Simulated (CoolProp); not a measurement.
Model: reference Helmholtz-energy equation of state, Lemmon 2006, in CoolProp. It is a short technical equation, of lower accuracy than the large ones.

Question: Give the vapour pressure (MPa), liquid density (kg/m³), vapour density (kg/m³), liquid cp (kJ/(kg K)) of saturated carbonyl sulfide at 50.15, 57.15, 85.15 °C.

Answer: 
```
T (°C)  p (MPa)  liquid density (kg/m³)  vapour density (kg/m³)  liquid cp (kJ/(kg K))
------  -------  ----------------------  ----------------------  ---------------------
50.15      2.28                     910                    67.7                   1.54
57.15      2.63                     884                    79.6                   1.61
85.15      4.47                     753                     156                   2.33
```
